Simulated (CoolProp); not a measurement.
A simple Rankine cycle with R1336mzz(Z): condensing at 293.15 K, boiler at 1.19 MPa, turbine inlet 436.8 K, turbine efficiency 0.65, pump efficiency 0.7, no recuperator. Each further row changes one setting.

The numbers come from the reference Helmholtz-energy equation of state, McLinden 2020 in CoolProp.

```
case                             thermal efficiency (%)  net work (kJ/kg)  heat in (kJ/kg)  turbine exit temperature (K)  volume ratio over the turbine
-------------------------------  ----------------------  ----------------  ---------------  ----------------------------  -----------------------------
as stated                                          12.1              35.5              294                         387.5                           21.0
turbine inlet 456.8 K                              11.9              37.8              317                         408.2                           20.4
condensing temperature 285.15 K                    13.0              39.5              304                         383.2                           29.2
boiler pressure 0.833 MPa                          10.9              32.6              299                         395.7                           14.0
turbine efficiency 0.55                            10.2              29.8              294                         393.1                           21.3
```
